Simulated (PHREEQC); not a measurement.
A solution holds 0.007 mol/kgw NaHCO3, 0.2 mol/kgw KOH and 0.007 mol/kgw LiCl, at 75 °C. Closed to the air; pH follows from the charge balance.

All values are PHREEQC results (ion-association model, phreeqc.dat), not measurements.

Each row changes one thing in this solution. This is a speciation only: nothing precipitates in the calculation.

```tsv
case	pH	ionic strength (mol/kgw)	Na+ (mol/kgw)	CO3-2 (mol/kgw)	NaCO3- (mol/kgw)	HCO3- (mol/kgw)	SI of Sylvite (KCl)	SI of Halite (NaCl)
as made	11.81	0.218	0.00563	0.00559	0.00137	4.35e-5	-4.30	-6.32
KOH from 0.2 to 2 mol/kgw	12.72	2.02	0.00636	0.00636	0.000637	3.46e-6	-3.50	-6.32
KOH from 0.2 to 0.1 mol/kgw	11.52	0.118	0.00543	0.00534	0.00157	9.43e-5	-4.54	-6.28
NaHCO3 from 0.007 to 0.0063 mol/kgw	11.81	0.217	0.00515	0.00511	0.00115	3.97e-5	-4.30	-6.35
```

The ionic strength passes 0.7 mol/kgw, the rough limit of the ion-association models, in KOH from 0.2 to 2 mol/kgw. Complexes and solids missing from the database can't appear. Constants without temperature data keep their 25 °C values here.
